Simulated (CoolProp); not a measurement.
Properties of diethyl ether at several states.

Values from CoolProp's reference Helmholtz-energy equation of state, Thol 2014.

```csv
T (K),p (MPa),phase,density (kg/m³),Joule-Thomson coefficient (K/MPa),isothermal compressibility (1/MPa),expansivity (1/kK)
501.9,0.0165,gas,0.2934,6.342,60.68,2.001
513.6,0.683,gas,?,?,1.538,2.305
388.4,0.703,gas,18.86,18.84,1.711,4.551
468.8,0.0147,gas,0.2799,?,68.12,2.143
528.2,0.0824,gas,1.398,5.527,12.20,1.927
```

Q: Fill in the missing entries.

A: 
- 513.6, density (kg/m³): 12.43
- 513.6, Joule-Thomson coefficient (K/MPa): 6.351
- 468.8, Joule-Thomson coefficient (K/MPa): 7.741
